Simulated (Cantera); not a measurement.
Feed: 1 mol Si, 21 mol HCl, equilibrated at 1475 K and 13300 Pa.

Cantera equilibrium calculation (NASA polynomials, part measured and part estimated; ideal gas, pure solids and liquids). Candidate condensed phases: Si; 19 gas species. The tables' values for SiCl₃ are old estimates; treat these amounts as uncertain. Kinetics and transport are ignored.

Base state: HCl 0.855, H₂ 0.0956, SiCl₄ 0.0436, SiCl₃ 0.00433, SiCl₂ 0.00146, SiHCl₃ 0.000461, Cl 7.95e-5, H 1.10e-5 (mole fractions); condensed: gas only.

Task: What changes in the equilibrium state with this change: pressure from 13300 Pa to 1330 Pa?

Result: 
```
species   before     after
-------  -------  --------
HCl        0.855     0.865
H₂        0.0956    0.0849
SiCl₄     0.0436    0.0310
SiCl₂    0.00146   0.00900
Cl       7.95e-5  0.000270
H        1.10e-5   3.27e-5
SiCl₃    0.00433   0.00905
```
